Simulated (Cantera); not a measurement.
A Cantera script and what it prints.

```python
import numpy as np
import cantera as ct

gas_names = """
    Fe FeO Fe(OH)2 H HNO HNO2 HNO3 HO2 H2 H2O H2O2 N NH NH2 NH3 NH2OH NO NO2 NO3 N2 N2H2 N2H4 N2O O OH
    O2 O3
""".split()
cond_names = """
    Fe(a) Fe(c) Fe(d) Fe(L) FeO(s) FeO(L) Fe(OH)2(s) Fe(OH)3(s) Fe2O3(s) Fe3O4(s) H2O(s) H2O(L)
""".split()


# ... load() reads the species with a 1 bar reference pressure and builds the phases ...
atoms = {
    'Fe3O4': {'Fe': 3, 'O': 4},
    'H2': {'H': 2},
    'N2': {'N': 2},
}
top_T = {'Fe2O3(s)': 1830, 'Fe3O4(s)': 1870}  # K; cautious upper limits of use, not melting points


# ... equilibrate(T, P, feed) seeds the gas with the atoms and calls Mixture.equilibrate('TP', solver="vcs", rtol=1e-11, max_steps=5000) ...
results = []
feed = {'Fe3O4': 1, 'H2': 2800, 'N2': 7.5}  # mol
T = 1725  # K
P = 78  # Pa
mix = equilibrate(T, P, feed)
results.append((T, P, feed, dict(zip(mix.species_names, mix.species_moles))))
x = sorted(zip(gas.X, gas.species_names), reverse=True)
print(f"T = {T:g} K  P = {P:g} Pa  gas = {mix.phase_moles(0):.4g} mol")
print("   x: " + "  ".join(f"{s} {v:.3e}" for v, s in x if v > 0.001))
print("   condensed (mol): " + ("  ".join(f"{mix.phase(i).name} {mix.phase_moles(i):.4g}"
      for i in range(1, mix.n_phases) if mix.phase_moles(i) > 1e-12) or "none"))
```

It prints:

```
T = 1725 K  P = 78 Pa  gas = 2820 mol
   x: H2 9.882e-01  H 6.611e-03  N2 2.660e-03  H2O 1.418e-03  Fe 1.064e-03
   condensed (mol): none
```

Cantera equilibrium calculation (NASA polynomials, part measured and part estimated; ideal gas, pure solids and liquids).
